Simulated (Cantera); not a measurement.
Equilibrium for hydrogen reduction and annealing atmospheres: V₂O₅ + H₂

Feed: 1 mol V₂O₅, 440 mol H₂, held at 1027 °C and 1.33 mbar.

Method: chemical equilibrium by Gibbs-energy minimisation in Cantera with the NASA 1993 tables (ideal gas, pure condensed phases). Candidate condensed phases: H₂O, V, VO, V₂O₃, V₂O₄, V₂O₅; 12 gas species. Condensed phases not in the tables: the oxides between V₂O₃ and V₂O₅ other than VO₂. The numbers say what is thermodynamically allowed, not how fast it happens.

```yaml
x(H₂): 0.995
x(H₂O): 0.00455
x(H): 3.02e-5
n(V₂O₃(s)): 1.00 mol
gas_amount: 440.0 mol
log10 activity of V(s) (absent): -3.79
log10 activity of V₂O₅(l) (absent): -13.29
```
